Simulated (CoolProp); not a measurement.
Neopentane along the isobar 1.04 MPa: Z from the reference equation and from simpler models built on Tc = 433.7 K, pc = 3.196 MPa, ω = 0.196; each cubic takes its own stable root.

The numbers come from the reference Helmholtz-energy equation of state, Lemmon 2006 in CoolProp. It is a short technical equation, of lower accuracy than the large ones.

```
T (K)   phase  reference  van der Waals  Peng-Robinson
-----  ------  ---------  -------------  -------------
323.2  liquid    0.05013        0.07953        0.04722
330.4  liquid    0.04984        0.07927        0.04711
337.5  liquid    0.04963         0.7816        0.04709
344.7  liquid    0.04949         0.7956        0.04718
351.9  liquid    0.04944         0.8081        0.04741
359    liquid    0.04949         0.8192        0.04778
366.2  liquid    0.04966         0.8295        0.04834
373.4     gas     0.7813         0.8389         0.7745
380.5     gas     0.7988         0.8474         0.7898
```

At some of these states van der Waals gives the other phase, because its saturation line lies elsewhere.
